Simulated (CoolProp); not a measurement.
The fluid at 425.08 K and 0.778 MPa flows at 2.6 m/s in a round tube of 20 mm bore and 45 µm roughness, fully developed (64/Re and Nu = 3.66 if laminar; Colebrook and Gnielinski if turbulent). The same conditions are run with several fluids, on thermodynamics alone (safety and materials aside).

Values from CoolProp's reference Helmholtz-energy equation of state of each fluid (R227EA: Lemmon 2016; R152A: Outcalt 1996; C3F8 (R218): Lemmon 2006; R123: Younglove 1994; CH2F2 (R32): Tillner-Roth 1997).

```csv
fluid,Reynolds number,Darcy friction factor,pressure drop (Pa/m),heat-transfer coefficient (W/(m² K)),mass flow (kg/h)
R227EA,?,0.0255,171,386,117
R152A,50100,0.0271,?,199,44.8
C3F8 (R218),126000,0.0254,186,402,128
R123,129000,0.0254,161,?,110
CH2F2 (R32),32500,0.0283,56.3,128,34.6
```

Q: Complete the blanks.

A: 
- R227EA, Reynolds number: 124000
- R152A, pressure drop (Pa/m): 69.7
- R123, heat-transfer coefficient (W/(m² K)): 301

Transport values come from each fluid's own correlations; those of R227EA, R152A, C3F8 (R218), CH2F2 (R32) are estimates that may be off by 10 % or more.
